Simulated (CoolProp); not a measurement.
Saturation properties of cyclopentane.

Model: reference Helmholtz-energy equation of state, Gedanitz 2015, in CoolProp.

```
T (K)  p (kPa)  liquid density (kg/m³)  liquid cp (kJ/(kg K))
-----  -------  ----------------------  ---------------------
403.9    812.5                   620.6                  2.418
407.3    869.0                   616.0                  2.442
410.7    928.4                   611.4                  2.466
414.1    990.7                   606.6                  2.490
417.6     1058                   601.7                  2.516
421       1127                   596.8                  2.542
424.4     1199                   591.8                  2.568
427.9     1276                   586.6                  2.597
431.3     1355                   581.4                  2.625
434.7     1437                   576.1                  2.655
438.2     1526                   570.5                  2.687
441.6     1615                   565.0                  2.720
```

It boils at 322.4 K under 1 atm.
